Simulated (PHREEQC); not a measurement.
Synthetic water in mmol/kgw, 25 °C, pH 6.56: Na 65.8; K 12; Ca 2.06; Mg 12.1; Cl 104; S(6) 2.74; Alkalinity (meq/kgw) 0.00584; B 0.0378; Si 0.205; Li 0.0299.

Valence states are taken as typed.

Model: Pitzer model, pitzer.dat, run in PHREEQC.

Each row changes one thing in this solution. Precipitation was switched off in this run.

| case | HCO3- (mol/kgw) | CO2 (mol/kgw) | H3SiO4- (mol/kgw) | B(OH)4- (mol/kgw) | MgOH+ (mol/kgw) | HSO4- (mol/kgw) | SI of SiO2(a) (SiO2) | SI of Gypsum (CaSO4:2H2O) |
|---|---|---|---|---|---|---|---|---|
| as made | 5.83e-6 | 2.80e-6 | 1.60e-7 | 1.14e-7 | 2.74e-8 | 2.37e-8 | -1.02 | -1.72 |
| pH from 6.56 to 7.06 at the same alkalinity | 4.77e-6 | 7.25e-7 | 5.04e-7 | 3.58e-7 | 8.65e-8 | 7.48e-9 | -1.02 | -1.72 |
| temperature from 25 to 20 °C at the same typed pH | 5.88e-6 | 3.05e-6 | 1.33e-7 | 1.14e-7 | 1.77e-8 | 2.08e-8 | -0.97 | -1.71 |
| B from 0.0378 to 0.113 mmol/kgw | 5.57e-6 | 2.68e-6 | 1.60e-7 | 3.41e-7 | 2.74e-8 | 2.37e-8 | -1.02 | -1.72 |
| pH from 6.56 to 6.06 at the same alkalinity | 6.89e-6 | 1.05e-5 | 5.05e-8 | 3.62e-8 | 8.65e-9 | 7.48e-8 | -1.02 | -1.72 |

Species that the database lacks are ignored.
